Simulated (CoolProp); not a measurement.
Properties of fluorine along the isotherm 300 K (Tc = 144.4 K, pc = 52.40 bar, ω = 0.045).

Model: reference Helmholtz-energy equation of state, de Reuck 1990, in CoolProp.

```json
[
 {"p (bar)": "0.632", "phase": "gas", "cp (kJ/(kg K))": "0.8252", "cv (kJ/(kg K))": "0.6059", "isothermal compressibility (1/MPa)": "15.83", "expansivity (1/kK)": "3.338", "fugacity coefficient": "0.9998"},
 {"p (bar)": "1.3", "phase": "gas", "cp (kJ/(kg K))": "0.8258", "cv (kJ/(kg K))": "0.6059", "isothermal compressibility (1/MPa)": "7.696", "expansivity (1/kK)": "3.344", "fugacity coefficient": "0.9995"},
 {"p (bar)": "2.67", "phase": "gas", "cp (kJ/(kg K))": "0.8270", "cv (kJ/(kg K))": "0.6059", "isothermal compressibility (1/MPa)": "3.749", "expansivity (1/kK)": "3.354", "fugacity coefficient": "0.9990"},
 {"p (bar)": "5.48", "phase": "gas", "cp (kJ/(kg K))": "0.8296", "cv (kJ/(kg K))": "0.6060", "isothermal compressibility (1/MPa)": "1.829", "expansivity (1/kK)": "3.377", "fugacity coefficient": "0.9979"},
 {"p (bar)": "11.2", "phase": "gas", "cp (kJ/(kg K))": "0.8348", "cv (kJ/(kg K))": "0.6062", "isothermal compressibility (1/MPa)": "0.8969", "expansivity (1/kK)": "3.422", "fugacity coefficient": "0.9956"},
 {"p (bar)": "23.1", "phase": "gas", "cp (kJ/(kg K))": "0.8460", "cv (kJ/(kg K))": "0.6069", "isothermal compressibility (1/MPa)": "0.4369", "expansivity (1/kK)": "3.517", "fugacity coefficient": "0.9909"},
 {"p (bar)": "47.4", "phase": "gas", "cp (kJ/(kg K))": "0.8695", "cv (kJ/(kg K))": "0.6089", "isothermal compressibility (1/MPa)": "0.2141", "expansivity (1/kK)": "3.698", "fugacity coefficient": "0.9815"},
 {"p (bar)": "97.4", "phase": "supercritical", "cp (kJ/(kg K))": "0.9192", "cv (kJ/(kg K))": "0.6157", "isothermal compressibility (1/MPa)": "0.1035", "expansivity (1/kK)": "3.997", "fugacity coefficient": "0.9653"},
 {"p (bar)": "200", "phase": "supercritical", "cp (kJ/(kg K))": "1.022", "cv (kJ/(kg K))": "0.6320", "isothermal compressibility (1/MPa)": "0.04740", "expansivity (1/kK)": "4.373", "fugacity coefficient": "0.9473"}
]
```
